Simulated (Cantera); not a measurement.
Standard-state values (1 bar) from the NASA 1993 polynomials, evaluated with Cantera. Values are per mole of reaction as written; species without (g) are pure solids or liquids, kept so even where they would boil at 1 bar. TaC: taken at fixed stoichiometry.

Problem. Between 1923 and 2323 K, where is each reaction favourable under standard conditions?
- Ta2O5 + C2H2(g) + 3 H2O(g) = 2 TaC + 8 OH(g)
- 3 H2O2(g) + 2 CH3(g) + 2 Ta = 2 TaC + 6 H2O(g)

Solution. 
- Ta2O5 + C2H2(g) + 3 H2O(g) = 2 TaC + 8 OH(g): ΔG° is 1333 kJ at 1923 K and 1101 kJ at 2323 K; it stays positive (K < 1). ΔH° is 2389 kJ and ΔS° 555 J/K at 2323 K.
- 3 H2O2(g) + 2 CH3(g) + 2 Ta = 2 TaC + 6 H2O(g): ΔG° is -1713 kJ at 1923 K and -1730 kJ at 2323 K; it stays negative (K > 1). ΔH° is -1632 kJ and ΔS° 42 J/K at 2323 K.
